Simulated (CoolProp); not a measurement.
Properties of carbon dioxide at several states.

The numbers come from the reference Helmholtz-energy equation of state, Span 1996 in CoolProp.

| T (K) | p (MPa) | phase | cp (kJ/(kg K)) | speed of sound (m/s) | Prandtl number |
|---|---|---|---|---|---|
| 254 | 0.0162 | gas | 0.7981 | 250.6 | 0.767 |
| 345.5 | 6.76 | gas | 1.411 | 255.3 | 1.02 |
| 277.5 | 0.153 | gas | … | 259.5 | 0.771 |
| 522.6 | 38.7 | supercritical | 1.443 | 422.1 | … |
| 516.9 | 0.0356 | gas | 1.026 | 346.0 | 0.737 |
| 347.3 | 6.59 | gas | 1.372 | … | 0.995 |

**Question.** Some entries are withheld; supply them.

**Answer.** 
- 277.5, cp (kJ/(kg K)): 0.8357
- 522.6, Prandtl number: 0.973
- 347.3, speed of sound (m/s): 257.5

Viscosity comes from a separate model (Laesecke 2017). Thermal conductivity comes from a separate model (Huber 2016).
